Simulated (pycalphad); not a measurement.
CALPHAD calculation (pycalphad, COST 507 light-alloy database (1999)), 1 atm. The database dates from 1999; later assessments differ in places, in temperatures and in the compounds included. Amounts are mole fractions of atoms.

### Question
Give the equilibrium state of Si-24.3C (at.%) at 1427 °C.

### Answer
LIQUID, fraction 0.514, with <0.01 C at.%; CSI, fraction 0.486, with 50.0 C at.%.

### Question
Give the equilibrium state of Si-24.3C (at.%) at 1027 °C.

### Answer
DIAMOND_A4, fraction 0.514, with <0.01 C at.%; CSI, fraction 0.486, with 50.0 C at.%.

Database names, with the compositions (at.%) that they take in these runs: CSI: Si 50 C 50. DIAMOND_A4 is diamond (Si).
